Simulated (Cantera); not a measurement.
Input (Python, Cantera) and output of one run.

```python
import numpy as np
import cantera as ct

gas_names = """
    C CO COS CO2 CS CS2 C2 C2O C3 C3O2 C4 C5 Fe FeC5O5 FeO O O2 O3 S SO SO2 SO3 S2 S2O S8
""".split()
cond_names = """
    C(gr) Fe(a) Fe(c) Fe(d) Fe(L) FeC5O5(L) FeO(s) FeO(L) FeS(a) FeS(b) FeS(c) FeS(L) FeSO4(s) FeS2(s)
    Fe2O3(s) Fe2S3O12(s) Fe3O4(s) S(cr1) S(cr2) S(L)
""".split()


def load(file, names, dense=False):
    # The tables refer to 1 bar. Condensed volumes are neglected.
    table = {s.name: s for s in ct.Species.list_from_file(file)}
    out = []
    for n in names:
        d = dict(table[n].input_data)
        d["thermo"] = dict(d["thermo"], **{"reference-pressure": 1e5})
        if dense:
            d["equation-of-state"] = {"model": "constant-volume", "density": "1e6 g/cm^3"}
        out.append(ct.Species.from_dict(d))
    return out


gas = ct.Solution(thermo="ideal-gas", species=load("nasa_gas.yaml", gas_names))
cond = {s.name: ct.Solution(thermo="fixed-stoichiometry", species=[s], name=s.name)
        for s in load("nasa_condensed.yaml", cond_names, dense=True)}
atoms = {
    'Fe': {'Fe': 1},
    'SO2': {'S': 1, 'O': 2},
    'CO': {'C': 1, 'O': 1},
}
top_T = {'C(gr)': 4500, 'FeSO4(s)': 950, 'FeS2(s)': 1010, 'Fe2O3(s)': 1830, 'Fe2S3O12(s)': 1100, 'Fe3O4(s)': 1870}  # K; cautious upper limits of use, not melting points


def equilibrate(T, P, feed):
    n = {}
    for name, mol in feed.items():
        for a, k in atoms[name].items():
            n[a] = n.get(a, 0.0) + k * mol
    gas.TPX = T, P, n
    mass = sum(n.values()) * gas.mean_molecular_weight
    gas.equilibrate("TP")
    valid = [c for c in cond.values() if c.min_temp <= T <= top_T.get(c.name, c.max_temp)]
    mix = ct.Mixture([(gas, mass / gas.mean_molecular_weight)] + [(c, 0.0) for c in valid])
    mix.T, mix.P = T, P
    mix.equilibrate("TP", solver="vcs", rtol=1e-11, max_steps=5000)
    return mix


results = []
feed = {'Fe': 1, 'SO2': 0.2, 'CO': 8.1}  # mol
T = 1625  # K
P = 1000  # Pa
mix = equilibrate(T, P, feed)
results.append((T, P, feed, dict(zip(mix.species_names, mix.species_moles))))
print(gas.report(threshold=0.0001))
for i in range(1, mix.n_phases):
    print(f"{mix.phase(i).name:16s} {mix.phase_moles(i):12.5e} mol")
```

Result:

```
       temperature   1625 K
          pressure   1000 Pa
           density   0.0021533 kg/m^3
  mean mol. weight   29.093 kg/kmol
   phase of matter   gas

                          1 kg             1 kmol
                     ---------------   ---------------
          enthalpy       -2.6744e+06       -7.7806e+07  J
   internal energy       -3.1388e+06       -9.1317e+07  J
           entropy             10110        2.9413e+05  J/K
    Gibbs function       -1.9103e+07       -5.5577e+08  J
 heat capacity c_p            1260.3             36664  J/K
 heat capacity c_v            974.47             28350  J/K

                      mass frac. Y      mole frac. X     chem. pot. / RT
                     ---------------   ---------------   ---------------
                CO           0.90758           0.94266           -39.861
               COS         0.0011947        0.00057861           -55.445
               CO2          0.073471          0.048569            -67.35
                Fe        0.00033273        0.00017334           -6.7984
                 S        0.00014908        0.00013528           -15.584
                SO        0.00029775        0.00018025           -43.073
               SO2        0.00024931        0.00011323           -70.561
                S2          0.016711          0.007582           -31.168
     [  +17 minor]        1.6664e-05        6.2539e-06

C(gr)             0.00000e+00 mol
Fe(c)             9.30749e-01 mol
FeC5O5(L)         0.00000e+00 mol
FeO(s)            0.00000e+00 mol
FeS(L)            6.78340e-02 mol
Fe2O3(s)          0.00000e+00 mol
Fe3O4(s)          0.00000e+00 mol
S(L)              0.00000e+00 mol
```

Cantera equilibrium calculation (NASA polynomials, part measured and part estimated; ideal gas, pure solids and liquids). Metal and sulfide melt together well below either melting point, which pure phases cannot show. Mutual solubility and eutectic melting of coexisting phases are not modelled. FeS: taken at fixed stoichiometry.
